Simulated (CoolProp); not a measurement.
Vapour-liquid equilibrium of cyclohexane (1) + ethylbenzene (2) at 0.229 MPa; x and y are mole fractions of (1).

The numbers come from the multi-fluid Helmholtz-energy mixture model, Zhou 2014 and Zhou 2012; pair parameters Bell 2016 in CoolProp.

```csv
x,"bubble temperature, mixture model (°C)","bubble temperature, Raoult's law (°C)","y, mixture model","y, Raoult's law"
0.05,163.4,164.1,0.162,0.159
0.15,152.8,154.7,0.405,0.397
0.25,144.1,146.6,0.571,0.564
0.35,137.0,139.7,0.685,0.684
0.45,131.1,133.7,0.767,0.772
0.55,126.2,128.4,0.828,0.839
0.65,122.0,123.6,0.876,0.891
0.75,118.4,119.4,0.916,0.931
0.85,115.1,115.6,0.951,0.963
0.95,112.0,112.1,0.984,0.989
```

The largest gap from Raoult's law is -2.7 K in bubble temperature, at x = 0.35. No azeotrope shows between x = 0.05 and 0.95.

The pair parameters rest on a limited set of measurements; away from them the model extrapolates.
